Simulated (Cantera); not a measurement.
A Cantera script and what it prints.

```python
import numpy as np
import cantera as ct

gas_names = """
    CL CL2 H HCL H2 K KCL KH K2 K2CL2 N NH NH2 NH3 N2 N2H2 N2H4
""".split()
cond_names = """
    K(cr) K(L) KCL(s) KCL(L) NH4CL(a) NH4CL(b)
""".split()


# ... load() reads the species with a 1 bar reference pressure and builds the phases ...
atoms = {
    'KCl': {'K': 1, 'CL': 1},
    'HCl': {'H': 1, 'CL': 1},
    'N2': {'N': 2},
}
top_T = {}  # K; cautious upper limits of use, not melting points


# ... equilibrate(T, P, feed) seeds the gas with the atoms and calls Mixture.equilibrate('TP', solver="vcs", rtol=1e-11, max_steps=5000) ...
results = []
feed = {'KCl': 1, 'HCl': 0.6, 'N2': 170}  # mol
P = 1000  # Pa
for T in [650, 700, 750, 800, 850, 900, 950, 1000, 1050, 1100, 1150, 1200]:
    mix = equilibrate(T, P, feed)
    results.append((T, P, feed, dict(zip(mix.species_names, mix.species_moles))))

top = {s: max(r[3][s] / sum(r[3][g] for g in gas_names) for r in results) for s in gas_names}
cols = sorted((s for s in top if top[s] > 0.001), key=lambda s: -top[s])[:9]
seen = [c for c in cond_names if any(r[3].get(c, 0) > 1e-12 for r in results)]
print("log10 of partial pressures in bar; condensed amounts in mol")
print(f"{'T/K':>10s}" + "".join(f"{s[:9]:>10s}" for s in cols + seen))
for T, P, feed, n in results:
    ng = sum(n[g] for g in gas_names)
    print(f"{T:10.4g}" + "".join(f"{np.log10(max(n[s] / ng * P / 1e5, 1e-99)):10.3f}" for s in cols)
          + "".join(f"{n.get(c, 0):10.4g}" for c in seen))
```

It prints:

```
log10 of partial pressures in bar; condensed amounts in mol
       T/K        N2       KCL       HCL     K2CL2    KCL(s)
       650    -2.002    -9.865    -4.454   -11.048         1
       700    -2.002    -8.628    -4.454    -9.638         1
       750    -2.002    -7.561    -4.454    -8.425    0.9994
       800    -2.002    -6.631    -4.454    -7.371    0.9946
       850    -2.002    -5.816    -4.454    -6.448    0.9618
       900    -2.002    -5.095    -4.454    -5.634    0.7835
       950    -2.004    -4.461    -4.456    -4.926         0
      1000    -2.004    -4.342    -4.456    -5.193         0
      1050    -2.004    -4.281    -4.456    -5.526         0
      1100    -2.004    -4.254    -4.456    -5.885         0
      1150    -2.004    -4.243    -4.457    -6.239         0
      1200    -2.004    -4.238    -4.457    -6.574         0
```

These are equilibrium values from Cantera (NASA tables, ideal gas, pure condensed phases), not measurements of a reactor.
